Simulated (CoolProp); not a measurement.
Computed with CoolProp (reference Helmholtz-energy equation of state, Thol 2019).

Task: Give the vapour pressure (kPa), vapour density (kg/m³), liquid cp (kJ/(kg K)), surface tension (mN/m) of saturated decamethylcyclopentasiloxane (D5) at 454.9, 473.8 K.

Result: 
```json
[
 {"T (K)": "454.9", "p (kPa)": "48.3", "vapour density (kg/m³)": "5.00", "liquid cp (kJ/(kg K))": "1.94", "surface tension (mN/m)": "7.28"},
 {"T (K)": "473.8", "p (kPa)": "79.1", "vapour density (kg/m³)": "8.06", "liquid cp (kJ/(kg K))": "1.98", "surface tension (mN/m)": "6.17"}
]
```

Surface tension comes from a separate correlation (Mulero 2014), older than this fluid's equation and unchecked against measurements.
